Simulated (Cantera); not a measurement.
A perfectly stirred reactor is fed with CH₄ : C₂H₆ : O₂ : N₂ = 1 : 1 : 13.4 : 50.4 (molar parts), at 0.440 bar; it is adiabatic with a 598 K inlet, and is followed from long to short residence time, starting on the burning branch (τ in s: 0.049, 0.02, 0.0079, 0.0032, 0.0013, 0.00052, 0.00021, 8.5e-05, 3.4e-05, 1.4e-05, 5.6e-06).

Model: GRI-Mech 3.0 (53 species, 325 reactions), integrated in Cantera.

### Question
What does this change do: pressure from 0.440 bar to 0.240 bar?

### Answer
| quantity | before | after |
|---|---|---|
| blow-out, bracketed by the residence times tried | burning at 1.30 ms, out at 0.520 ms | burning at 1.30 ms, out at 0.520 ms |
| x(CH₄) at τ = 49.0 ms | 1.26e-5 | 1.46e-5 |
| x(C₂H₆) at τ = 49.0 ms | 3.25e-6 | 3.66e-6 |
| x(O₂) at τ = 49.0 ms | 0.119 | 0.119 |
| x(CH₂O) at τ = 49.0 ms | 2.37e-6 | 3.08e-6 |
| x(HCN) at τ = 49.0 ms | 7.16e-10 | 7.32e-10 |
| x(CH₄) at τ = 0.520 ms | 0.0152 | 0.0152 |
| x(C₂H₆) at τ = 0.520 ms | 0.0152 | 0.0152 |
| x(O₂) at τ = 0.520 ms | 0.204 | 0.204 |
| x(CH₂O) at τ = 0.520 ms | <1e-12 | <1e-12 |
| x(HCN) at τ = 0.520 ms | <1e-12 | <1e-12 |
